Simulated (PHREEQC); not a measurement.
Dissolve 1.6 mol LiCl and 0.22 mol K2SO4 per kg of water at 25 °C. Closed to the air; pH follows from the charge balance.

All values are PHREEQC results (Pitzer model, pitzer.dat), not measurements.

### Question
The ionic strength comes out as 2.26 mol/kgw. What activity coefficients do SO4-2, K+, Cl-, Li+ get?

### Answer
SO4-2 0.034, K+ 0.75, Cl- 0.57, Li+ 1.2. Single-ion values are on the MacInnes scale.

Precipitation was switched off in this run.
